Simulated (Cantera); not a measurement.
Charge: 1 mol Si3H8, 310 mol H2, 0.0085 mol Cl2, at 1550 K and 0.330 bar.

These are equilibrium values from Cantera (NASA tables, ideal gas, pure condensed phases), not measurements of a reactor. Candidate condensed phases: Si; 19 gas species. The feed counts by its element totals alone. Kinetics and transport are ignored.

### Question
What is the equilibrium state?

### Answer
```json
{
 "x(H2)": "1.000",
 "x(H)": "5.48e-5",
 "x(HCl)": "5.41e-5",
 "x(SiH2)": "2.79e-6",
 "n(Si(s))": "3.00 mol",
 "gas_amount": "314.0 mol"
}
```
